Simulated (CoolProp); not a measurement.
A single-stage vapour-compression cycle with propane: evaporating at 239.15 K (dew point), condensing at 291.15 K (bubble point), superheat 10 K, subcooling 0 K, compressor efficiency 0.65, no pressure losses. Each further row changes one setting.

Values from CoolProp's reference Helmholtz-energy equation of state, Lemmon 2009.

| case | cooling COP | pressure ratio | discharge temperature (K) | refrigerating effect (kJ/kg) | volumetric capacity (kJ/m³) |
|---|---|---|---|---|---|
| as stated | 2.37 | 5.55 | 335.3 | 304 | 966 |
| evaporating temperature 244.15 K | 2.73 | 4.54 | 330.9 | 311 | 1190 |
| condensing temperature 286.15 K | 2.69 | 4.84 | 328.4 | 317 | 1010 |
| subcooling 5 K | 2.47 | 5.55 | 335.3 | 317 | 1010 |
| superheat 20 K | 2.38 | 5.55 | 346.0 | 320 | 971 |
| compressor efficiency 0.55 | 2.00 | 5.55 | 347.1 | 304 | 966 |
